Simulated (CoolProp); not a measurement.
Properties of CH3F (R41) along the isobar 7020 kPa.

Computed with CoolProp (reference Helmholtz-energy equation of state, Lemmon 2006). It is a short technical equation, of lower accuracy than the large ones.

```json
[
 {"T (°C)": "-80.05", "phase": "liquid", "density (kg/m³)": "893.6", "cv (kJ/(kg K))": "1.280", "expansivity (1/kK)": "2.209"},
 {"T (°C)": "-71.15", "phase": "liquid", "density (kg/m³)": "875.8", "cv (kJ/(kg K))": "1.261", "expansivity (1/kK)": "2.316"},
 {"T (°C)": "-62.35", "phase": "liquid", "density (kg/m³)": "857.7", "cv (kJ/(kg K))": "1.244", "expansivity (1/kK)": "2.438"},
 {"T (°C)": "-53.45", "phase": "liquid", "density (kg/m³)": "838.8", "cv (kJ/(kg K))": "1.230", "expansivity (1/kK)": "2.582"},
 {"T (°C)": "-44.65", "phase": "liquid", "density (kg/m³)": "819.4", "cv (kJ/(kg K))": "1.219", "expansivity (1/kK)": "2.749"},
 {"T (°C)": "-35.85", "phase": "liquid", "density (kg/m³)": "799.1", "cv (kJ/(kg K))": "1.209", "expansivity (1/kK)": "2.947"},
 {"T (°C)": "-26.95", "phase": "liquid", "density (kg/m³)": "777.6", "cv (kJ/(kg K))": "1.203", "expansivity (1/kK)": "3.188"},
 {"T (°C)": "-18.15", "phase": "liquid", "density (kg/m³)": "755.2", "cv (kJ/(kg K))": "1.199", "expansivity (1/kK)": "3.480"},
 {"T (°C)": "-9.25", "phase": "liquid", "density (kg/m³)": "731.0", "cv (kJ/(kg K))": "1.197", "expansivity (1/kK)": "3.852"},
 {"T (°C)": "-0.45", "phase": "liquid", "density (kg/m³)": "705.2", "cv (kJ/(kg K))": "1.198", "expansivity (1/kK)": "4.330"},
 {"T (°C)": "8.45", "phase": "liquid", "density (kg/m³)": "676.7", "cv (kJ/(kg K))": "1.203", "expansivity (1/kK)": "4.989"},
 {"T (°C)": "17.25", "phase": "liquid", "density (kg/m³)": "645.1", "cv (kJ/(kg K))": "1.211", "expansivity (1/kK)": "5.937"},
 {"T (°C)": "26.15", "phase": "liquid", "density (kg/m³)": "608.0", "cv (kJ/(kg K))": "1.225", "expansivity (1/kK)": "7.494"},
 {"T (°C)": "34.95", "phase": "liquid", "density (kg/m³)": "562.7", "cv (kJ/(kg K))": "1.249", "expansivity (1/kK)": "10.53"}
]
```
